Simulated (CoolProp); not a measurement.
Vapour-liquid equilibrium of CH2F2 (R32) (1) + propylene (2) at 24.6 bar; x and y are mole fractions of (1).

Computed with CoolProp (multi-fluid Helmholtz-energy mixture model, Tillner-Roth 1997 and Lemmon 2013; pair parameters Bell 2016).

Question: Give the bubble temperature and the first vapour's composition at x = 0.275, 0.425, 0.725. Is there an azeotrope?

Answer: x = 0.275: 40.6 °C, y = 0.404; x = 0.425: 36.7 °C, y = 0.522; x = 0.725: 34.4 °C, y = 0.712. y crosses x between x = 0.65 and 0.725: the model has an azeotrope there.

Pair parameters are fitted to limited data, so mixtures are less certain than the pure fluids.
